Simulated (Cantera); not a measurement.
Charge: 1 mol Cu, 0.088 mol O₂, 1.7 mol H₂, equilibrated at 0.133 bar.

Method: chemical equilibrium by Gibbs-energy minimisation in Cantera with the NASA 1993 tables (ideal gas, pure condensed phases). Candidate condensed phases: Cu, CuO, Cu(OH)₂, Cu₂O, H₂O; 12 gas species. Kinetics and transport are ignored.

log p: log10 of the partial pressure in bar; n: condensed amount in mol.

```csv
T (K),log p H₂,log p H₂O,log p Cu,log p H,log p Cu₂,log p OH,n Cu(l)
1673,-0.92,-1.86,-3.95,-4.41,-6.93,-6.66,0.999
1698,-0.92,-1.86,-3.81,-4.30,-6.73,-6.53,0.998
1723,-0.92,-1.86,-3.67,-4.20,-6.54,-6.40,0.997
1748,-0.92,-1.86,-3.54,-4.10,-6.35,-6.27,0.996
1773,-0.92,-1.86,…,…,…,…,0.995
1798,-0.92,-1.86,-3.28,-3.92,-6.00,-6.04,0.993
1823,-0.93,-1.86,-3.15,-3.83,-5.83,-5.92,0.991
1848,-0.93,-1.86,…,…,…,…,0.988
1873,-0.93,-1.86,-2.91,-3.65,-5.50,-5.70,0.984
1898,-0.93,-1.87,-2.80,-3.57,-5.34,-5.60,0.979
1923,-0.93,-1.87,-2.69,-3.49,-5.19,-5.49,0.973
1948,-0.93,-1.87,-2.58,-3.41,-5.04,-5.39,0.966
```

Problem. What belongs in the gaps?

Solution. 
- 1773, log p Cu: -3.40
- 1773, log p H: -4.01
- 1773, log p Cu₂: -6.17
- 1773, log p OH: -6.15
- 1848, log p Cu: -3.03
- 1848, log p H: -3.74
- 1848, log p Cu₂: -5.66
- 1848, log p OH: -5.81
